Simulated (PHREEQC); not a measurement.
A solution holds 0.0013 mol/kgw NH4HS, 8e-05 mol/kgw H3BO3 and 0.0042 mol/kgw K3PO4, at 25 °C. Closed to the air; pH follows from the charge balance.

The numbers come from PHREEQC with the ion-association model, phreeqc.dat.

Precipitation was switched off in this run.

Task: Predict the pH, specific conductance.

Result: pH 11.28; specific conductance 1720 µS/cm.

Task: In which forms is P present?

Result: HPO4-2 84 %, PO4-3 14 %, KHPO4- 1.2 % of the P.
